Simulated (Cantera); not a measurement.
A freely propagating, adiabatic, planar premixed flame of CH4 : C2H6 : C3H8 : O2 : N2 = 1 : 0.046 : 0.078 : 1.82 : 6.85 (molar parts), unburnt at 425 K and 99000 Pa; mixture-averaged transport, grid criteria slope 0.08 and curve 0.16, no radiation.

Cantera simulation using GRI-Mech 3.0 (53 species, 325 reactions); the numbers are that mechanism's predictions, not measurements. Burning velocities carry a grid error of a few per cent, more on coarse grids.

Task: How do the results move with these cheaper or finer settings: unity-Lewis-number transport; multicomponent transport; multicomponent+Soret transport; grid criteria slope 0.5, curve 1; grid criteria slope 0.25, curve 0.5; grid criteria slope 0.03, curve 0.06?

Result: 
```json
[
 {"setting": "as above", "laminar burning velocity": "36.2 cm/s", "thermal thickness": "0.615 mm", "peak x(H)": "0.00463", "peak x(H2)": "0.0606", "grid points": "158"},
 {"setting": "unity-Lewis-number transport", "laminar burning velocity": "25.0 cm/s", "thermal thickness": "0.788 mm", "peak x(H)": "0.00628", "peak x(H2)": "0.0592", "grid points": "137"},
 {"setting": "multicomponent transport", "laminar burning velocity": "36.1 cm/s", "thermal thickness": "0.625 mm", "peak x(H)": "0.00462", "peak x(H2)": "0.0608", "grid points": "158"},
 {"setting": "multicomponent+Soret transport", "laminar burning velocity": "36.7 cm/s", "thermal thickness": "0.607 mm", "peak x(H)": "0.00493", "peak x(H2)": "0.0597", "grid points": "158"},
 {"setting": "grid criteria slope 0.5, curve 1", "laminar burning velocity": "39.4 cm/s", "thermal thickness": "0.681 mm", "peak x(H)": "0.00477", "peak x(H2)": "0.0632", "grid points": "32"},
 {"setting": "grid criteria slope 0.25, curve 0.5", "laminar burning velocity": "37.1 cm/s", "thermal thickness": "0.635 mm", "peak x(H)": "0.00469", "peak x(H2)": "0.0614", "grid points": "57"},
 {"setting": "grid criteria slope 0.03, curve 0.06", "laminar burning velocity": "36.0 cm/s", "thermal thickness": "0.609 mm", "peak x(H)": "0.00465", "peak x(H2)": "0.0600", "grid points": "356"}
]
```
The base run took roughly 8 core-seconds.
Unity Lewis numbers drop preferential diffusion, which matters most where H2 and H carry the flame; Soret adds thermal diffusion.
